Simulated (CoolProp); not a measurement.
Vapour-liquid equilibrium of m-xylene (1) + o-xylene (2) at 0.118 MPa; x and y are mole fractions of (1).

Model: multi-fluid Helmholtz-energy mixture model, Zhou 2012 and Zhou 2012; pair parameters Bell 2016, in CoolProp.

```json
[
 {"x": "0.05", "bubble temperature (°C)": "150.0", "y at the bubble point": "0.056", "dew temperature at overall composition x (°C)": "150.0", "liquid density (mol/L)": "7.187"},
 {"x": "0.2", "bubble temperature (°C)": "149.1", "y at the bubble point": "0.222", "dew temperature at overall composition x (°C)": "149.3", "liquid density (mol/L)": "7.167"},
 {"x": "0.35", "bubble temperature (°C)": "148.3", "y at the bubble point": "0.381", "dew temperature at overall composition x (°C)": "148.5", "liquid density (mol/L)": "7.147"},
 {"x": "0.5", "bubble temperature (°C)": "147.4", "y at the bubble point": "0.534", "dew temperature at overall composition x (°C)": "147.6", "liquid density (mol/L)": "7.127"},
 {"x": "0.65", "bubble temperature (°C)": "146.6", "y at the bubble point": "0.680", "dew temperature at overall composition x (°C)": "146.8", "liquid density (mol/L)": "7.107"},
 {"x": "0.8", "bubble temperature (°C)": "145.8", "y at the bubble point": "0.820", "dew temperature at overall composition x (°C)": "145.9", "liquid density (mol/L)": "7.087"},
 {"x": "0.95", "bubble temperature (°C)": "145.1", "y at the bubble point": "0.956", "dew temperature at overall composition x (°C)": "145.1", "liquid density (mol/L)": "7.067"}
]
```

No azeotrope shows between x = 0.05 and 0.95.

Pair parameters are fitted to limited data, so mixtures are less certain than the pure fluids.
